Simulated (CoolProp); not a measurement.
Saturation properties of R22 (Tc = 96.1 °C, pc = 4.990 MPa, ω = 0.221).

Model: reference Helmholtz-energy equation of state, Kamei 1995, in CoolProp.

```json
[
 {"T (°C)": "-37.75", "p (MPa)": "0.1167", "liquid density (kg/m³)": "1400", "liquid conductivity (mW/(m K))": "113"},
 {"T (°C)": "-30.25", "p (MPa)": "0.1622", "liquid density (kg/m³)": "1378", "liquid conductivity (mW/(m K))": "109"},
 {"T (°C)": "-22.85", "p (MPa)": "0.2195", "liquid density (kg/m³)": "[?]", "liquid conductivity (mW/(m K))": "106"},
 {"T (°C)": "-15.35", "p (MPa)": "0.2924", "liquid density (kg/m³)": "1332", "liquid conductivity (mW/(m K))": "102"},
 {"T (°C)": "-7.85", "p (MPa)": "0.3825", "liquid density (kg/m³)": "[?]", "liquid conductivity (mW/(m K))": "99.1"},
 {"T (°C)": "-0.45", "p (MPa)": "[?]", "liquid density (kg/m³)": "1283", "liquid conductivity (mW/(m K))": "95.8"},
 {"T (°C)": "7.05", "p (MPa)": "0.6225", "liquid density (kg/m³)": "1257", "liquid conductivity (mW/(m K))": "[?]"},
 {"T (°C)": "14.55", "p (MPa)": "0.7791", "liquid density (kg/m³)": "1230", "liquid conductivity (mW/(m K))": "89.2"},
 {"T (°C)": "21.95", "p (MPa)": "0.9606", "liquid density (kg/m³)": "1202", "liquid conductivity (mW/(m K))": "85.9"},
 {"T (°C)": "29.45", "p (MPa)": "1.175", "liquid density (kg/m³)": "1173", "liquid conductivity (mW/(m K))": "82.5"},
 {"T (°C)": "36.85", "p (MPa)": "[?]", "liquid density (kg/m³)": "1142", "liquid conductivity (mW/(m K))": "79.2"},
 {"T (°C)": "44.35", "p (MPa)": "1.703", "liquid density (kg/m³)": "1109", "liquid conductivity (mW/(m K))": "[?]"},
 {"T (°C)": "51.85", "p (MPa)": "2.026", "liquid density (kg/m³)": "1073", "liquid conductivity (mW/(m K))": "72.4"},
 {"T (°C)": "59.25", "p (MPa)": "2.388", "liquid density (kg/m³)": "1035", "liquid conductivity (mW/(m K))": "68.9"}
]
```

**Question.** Complete the blanks.

**Answer.** 
- -22.85, liquid density (kg/m³): 1355
- -7.85, liquid density (kg/m³): 1308
- -0.45, p (MPa): 0.4907
- 7.05, liquid conductivity (mW/(m K)): 92.5
- 36.85, p (MPa): 1.419
- 44.35, liquid conductivity (mW/(m K)): 75.8

It boils at -40.8 °C under 1 atm.

Thermal conductivity comes from a separate model (McLinden 2000), an estimate that may be off by 10 % or more.
